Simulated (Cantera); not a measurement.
A closed system holds: 1 mol HMDSO, 0.23 mol O₃, 17 mol N₂, at 1573 K and 10.0 mbar.

Equilibrium computed with Cantera from the NASA thermochemical tables; the gas is ideal and each condensed phase is pure. Candidate condensed phases: C, C₆H₆, C₇H₈, C₈H₁₈, H₂O, Si, SiC, SiO₂, Si₂N₂O, Si₃N₄; 151 gas species. The feed counts by its element totals alone. The numbers say what is thermodynamically allowed, not how fast it happens.

**Question.** What is the equilibrium state?

**Answer.** 
| Property | Value |
|---|---|
| x(N₂) | 0.613 |
| x(H₂) | 0.324 |
| x(CO) | 0.0609 |
| x(HCN) | 0.000770 |
| x(H) | 0.000232 |
| x(SiO) | 0.000160 |
| x(HNC) | 1.63e-5 |
| x(C₂H₂ (acetylene)) | 6.70e-6 |
| x(CH₄) | 1.93e-6 |
| n(C(graphite)) | 2.30 mol |
| n(SiC(s)) | 2.00 mol |
| gas amount | 27.69 mol |
| log10 activity of Si(s) (absent) | -2.02 |
